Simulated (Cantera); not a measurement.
Charge: 1 mol CF₄, equilibrated at 3275 K and 0.0263 Torr.

Cantera equilibrium calculation (NASA polynomials, part measured and part estimated; ideal gas, pure solids and liquids). Candidate condensed phases: C; 13 gas species. Equilibrium is a limit: real reactors are often held back by kinetics, nucleation or transport.

Base state: F 0.802, C 0.194, C₂ 0.00208, CF 0.00191, C₃ 0.000237 (mole fractions); condensed: gas only.

**Question.** What changes in the equilibrium state with this change: temperature from 3275 K to 2673 K?

**Answer.** 
```json
[
 {"species": "F", "before": "0.802", "after": "0.881"},
 {"species": "C₃", "before": "0.000237", "after": "0.0507"},
 {"species": "CF", "before": "0.00191", "after": "0.0312"},
 {"species": "C", "before": "0.194", "after": "0.0290"},
 {"species": "C₅", "before": "1.39e-9", "after": "0.000134"},
 {"species": "C₄", "before": "2.02e-8", "after": "4.00e-5"},
 {"species": "CF₂", "before": "4.79e-7", "after": "0.000657"},
 {"species": "C₂", "before": "0.00208", "after": "0.00730"}
]
```
